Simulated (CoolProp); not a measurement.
Model: reference Helmholtz-energy equation of state, Fiedler 2023, in CoolProp.

### Question
Give the vapour pressure (kPa), liquid density (kg/m³), vapour density (kg/m³), enthalpy of vaporisation (kJ/kg) of saturated tetrahydrofuran at 121.55, 140.25 °C.

### Answer
```csv
T (°C),p (kPa),liquid density (kg/m³),vapour density (kg/m³),enthalpy of vaporisation (kJ/kg)
121.55,461,767,11.1,371
140.25,693,742,16.4,353
```
